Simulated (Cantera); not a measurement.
Input (Python, Cantera) and output of one run.

```python
import numpy as np
import cantera as ct

gas_names = """
    CL CL2 H HCL H2 N NH NH2 NH3 N2 N2H2 N2H4 Si SiCL SiCL2 SiCL3 SiCL4 SiH SiHCL3 SiH2 SiH2CL2 SiH3
    SiH3CL SiH4 SiN Si2 Si2N Si3
""".split()
cond_names = """
    NH4CL(a) NH4CL(b) Si(cr) Si(L) Si3N4(a)
""".split()


def load(file, names, dense=False):
    # The tables refer to 1 bar. Condensed volumes are neglected.
    table = {s.name: s for s in ct.Species.list_from_file(file)}
    out = []
    for n in names:
        d = dict(table[n].input_data)
        d["thermo"] = dict(d["thermo"], **{"reference-pressure": 1e5})
        if dense:
            d["equation-of-state"] = {"model": "constant-volume", "density": "1e6 g/cm^3"}
        out.append(ct.Species.from_dict(d))
    return out


gas = ct.Solution(thermo="ideal-gas", species=load("nasa_gas.yaml", gas_names))
cond = {s.name: ct.Solution(thermo="fixed-stoichiometry", species=[s], name=s.name)
        for s in load("nasa_condensed.yaml", cond_names, dense=True)}
atoms = {
    'SiH2Cl2': {'Si': 1, 'H': 2, 'CL': 2},
    'NH3': {'N': 1, 'H': 3},
    'N2': {'N': 2},
}
top_T = {'Si3N4(a)': 2400}  # K; cautious upper limits of use, not melting points


def equilibrate(T, P, feed):
    n = {}
    for name, mol in feed.items():
        for a, k in atoms[name].items():
            n[a] = n.get(a, 0.0) + k * mol
    gas.TPX = T, P, n
    mass = sum(n.values()) * gas.mean_molecular_weight
    gas.equilibrate("TP")
    valid = [c for c in cond.values() if c.min_temp <= T <= top_T.get(c.name, c.max_temp)]
    mix = ct.Mixture([(gas, mass / gas.mean_molecular_weight)] + [(c, 0.0) for c in valid])
    mix.T, mix.P = T, P
    mix.equilibrate("TP", solver="vcs", rtol=1e-11, max_steps=5000)
    return mix


results = []
feed = {'SiH2Cl2': 1, 'NH3': 0.13, 'N2': 1.1}  # mol
P = 100  # Pa
for T in [825, 900, 975, 1050, 1125, 1200, 1275, 1350, 1425, 1500, 1575, 1650]:
    mix = equilibrate(T, P, feed)
    results.append((T, P, feed, dict(zip(mix.species_names, mix.species_moles))))

top = {s: max(r[3][s] / sum(r[3][g] for g in gas_names) for r in results) for s in gas_names}
cols = sorted((s for s in top if top[s] > 1e-06), key=lambda s: -top[s])[:8]
seen = [c for c in cond_names if any(r[3].get(c, 0) > 1e-12 for r in results)]
print("log10 of partial pressures in bar; condensed amounts in mol")
print(f"{'T/K':>10s}" + "".join(f"{s[:9]:>10s}" for s in cols + seen))
for T, P, feed, n in results:
    ng = sum(n[g] for g in gas_names)
    print(f"{T:10.4g}" + "".join(f"{np.log10(max(n[s] / ng * P / 1e5, 1e-99)):10.3f}" for s in cols)
          + "".join(f"{n.get(c, 0):10.4g}" for c in seen))
```

Result:

```
log10 of partial pressures in bar; condensed amounts in mol
       T/K       HCL        N2        H2     SiCL2     SiCL4     SiCL3         H    SiHCL3    Si(cr)  Si3N4(a)
       825    -3.382    -3.604    -3.604   -10.664    -4.059    -8.334   -12.902    -7.189         0    0.2572
       900    -3.357    -3.613    -3.627    -9.182    -4.093    -7.477   -11.746    -6.909         0    0.2626
       975    -3.338    -3.620    -3.647    -7.933    -4.123    -6.754   -10.765    -6.675         0     0.267
      1050    -3.323    -3.625    -3.665    -6.867    -4.152    -6.139    -9.923    -6.477         0    0.2705
      1125    -3.313    -3.629    -3.679    -5.951    -4.186    -5.614    -9.192    -6.313         0    0.2725
      1200    -3.310    -3.629    -3.690    -5.167    -4.246    -5.178    -8.550    -6.191         0    0.2706
      1275    -3.326    -3.620    -3.692    -4.529    -4.393    -4.868    -7.978    -6.153         0     0.257
      1350    -3.382    -3.595    -3.671    -4.083    -4.750    -4.765    -7.459    -6.281         0    0.2215
      1425    -3.490    -3.560    -3.623    -3.838    -5.366    -4.899    -6.977    -6.605         0    0.1717
      1500    -3.630    -3.530    -3.571    -3.713    -6.108    -5.162    -6.540    -7.034         0    0.1254
      1575    -3.785    -3.508    -3.532    -3.644    -6.869    -5.466    -6.148    -7.492         0   0.08899
      1650    -3.869    -3.460    -3.542    -3.645    -7.466    -5.726    -5.813    -7.914    0.2297         0
```

Method: chemical equilibrium by Gibbs-energy minimisation in Cantera with the NASA 1993 tables (ideal gas, pure condensed phases). The tables' values for SiCl3, SiCl are old estimates; treat these amounts as uncertain.
